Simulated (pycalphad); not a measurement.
Computed with pycalphad from the COST 507 light-alloy database (1999), at 1 atm. These are 1990s assessments: newer ones move some temperatures and phases. Amounts are mole fractions of atoms.

Q: Give the equilibrium state of Hf-2.814C (wt.%) at 2300 K.

A: fcc, fraction 0.823, with 3.4 C wt.%; hcp, fraction 0.177, with 0.69 C wt.%.

Q: Give the equilibrium state of Hf-2.814C (wt.%) at 2650 K.

A: fcc, fraction 0.876, with 3.3 C wt.%; liquid, fraction 0.124, with 0.43 C wt.%.

The fcc model also describes the rock-salt carbide or nitride (TiC, TiN, HfC).
